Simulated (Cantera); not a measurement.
Stirred combustor or abatement burner

A perfectly stirred reactor is fed with CH4 : CO : O2 : N2 = 1 : 0.25 : 3.79 : 11.4 (molar parts), equivalence ratio 0.56, at 1.01 bar; it is adiabatic with a 650 K inlet, and is followed from long to short residence time, starting on the burning branch (τ in s: 0.078, 0.032, 0.013, 0.0054, 0.0022, 0.00091, 0.00037, 0.00015, 6.3e-05, 2.6e-05).

Cantera simulation using GRI-Mech 3.0 (53 species, 325 reactions); the numbers are that mechanism's predictions, not measurements.

```tsv
τ (s)	T (K)	x CH4	x CO	x O2	x CH2CO	x CH2	x N2O	x CH3
0.078	2058	4.29e-6	0.000816	0.101	9.92e-11	3.66e-8	3.67e-7	1.36e-6
0.032	2052	8.74e-6	0.00117	0.101	3.39e-10	8.18e-8	4.29e-7	2.69e-6
0.013	2040	1.66e-5	0.00188	0.101	1.02e-9	1.73e-7	5.06e-7	4.88e-6
0.0054	2020	2.99e-5	0.00309	0.102	2.65e-9	3.36e-7	5.46e-7	8.17e-6
0.0022	1988	5.45e-5	0.00512	0.102	6.47e-9	6.21e-7	5.20e-7	1.35e-5
0.00091	1941	0.000102	0.00817	0.103	1.54e-8	1.08e-6	4.54e-7	2.26e-5
0.00037	1874	0.000210	0.0129	0.105	4.05e-8	1.83e-6	3.77e-7	4.02e-5
0.00015	1785	0.000508	0.0205	0.109	1.40e-7	3.26e-6	3.02e-7	8.09e-5
6.3e-5	1653	0.00184	0.0349	0.121	1.10e-6	7.42e-6	1.97e-7	0.000230
2.6e-5	650	0.0608	0.0152	0.231	<1e-12	<1e-12	<1e-12	<1e-12
```
x: mole fraction; the columns are a selection and need not sum to one.
